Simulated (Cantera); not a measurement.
SiH2Cl2 + C3H8 + H2 (silicon carbide growth)

Charge: 1 mol SiH2Cl2, a varied amount of C3H8, 970 mol H2, equilibrated at 2050 K and 27.0 mbar.

Equilibrium computed with Cantera from the NASA thermochemical tables; the gas is ideal and each condensed phase is pure. Candidate condensed phases: C, C6H6, C7H8, C8H18, Si, SiC; 109 gas species. Gases not in the tables: Si2H6 and higher silanes. Kinetics and transport are ignored.

```csv
n(C3H8) (mol),log p H2,log p H,log p HCl,log p Si,log p SiH,log p C2H2 (acetylene),n SiC(s)
0.023,-1.58,-3.43,-4.27,-4.64,-5.65,-6.19,0
0.032,-1.58,-3.43,-4.27,-4.65,-5.65,-6.03,0
0.042,-1.58,-3.43,-4.27,-4.65,-5.66,-5.89,0
0.051,-1.58,-3.43,-4.27,-4.66,-5.66,-5.83,0.0106
0.061,-1.58,-3.43,-4.27,-4.67,-5.67,-5.80,0.0355
0.07,-1.58,-3.43,-4.27,-4.68,-5.68,-5.78,0.0575
0.079,-1.58,-3.43,-4.27,-4.69,-5.69,-5.76,0.0792
0.089,-1.58,-3.43,-4.27,-4.70,-5.70,-5.74,0.103
0.098,-1.58,-3.43,-4.27,-4.71,-5.72,-5.72,0.124
0.11,-1.58,-3.43,-4.27,-4.72,-5.73,-5.69,0.151
```
log p: log10 of the partial pressure in bar; n: condensed amount in mol.

From 0.023 mol C3H8 to 0.042 mol C3H8 nothing is condensed. From 0.051 mol C3H8 to 0.11 mol C3H8 the condensed part is SiC(s). The main Si-bearing gas is Si throughout.
